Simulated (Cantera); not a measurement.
Charge: 1 mol SiHCl₃, 20 mol N₂, held at 1602 °C and 82.5 Torr.

These are equilibrium values from Cantera (NASA tables, ideal gas, pure condensed phases), not measurements of a reactor. Candidate condensed phases: NH₄Cl, Si, Si₃N₄; 28 gas species. The tables' values for SiCl₃, SiCl are old estimates; treat these amounts as uncertain. Rates play no part.

Base state: N₂ 0.911, SiCl₂ 0.0413, HCl 0.0397, SiCl₃ 0.00375, H₂ 0.00284, Cl 0.00111, SiCl₄ 0.000481, H 0.000105 (mole fractions); condensed: gas only.

Problem. What changes in the equilibrium state with this change: temperature from 1602 °C to 1350 °C?

Solution. 
| species | before | after |
|---|---|---|
| N₂ | 0.911 | 0.916 |
| HCl | 0.0397 | 0.0374 |
| SiCl₂ | 0.0413 | 0.0314 |
| SiCl₃ | 0.00375 | 0.00722 |
| SiCl | 3.06e-5 | 2.03e-6 |
| Cl | 0.00111 | 9.50e-5 |
| SiCl₄ | 0.000481 | 0.00388 |
| H | 0.000105 | 1.35e-5 |
| Si₃N₄(s), mol | 0 | 0.0242 |
The tables' values for SiCl₃ are old estimates; treat these amounts as uncertain.
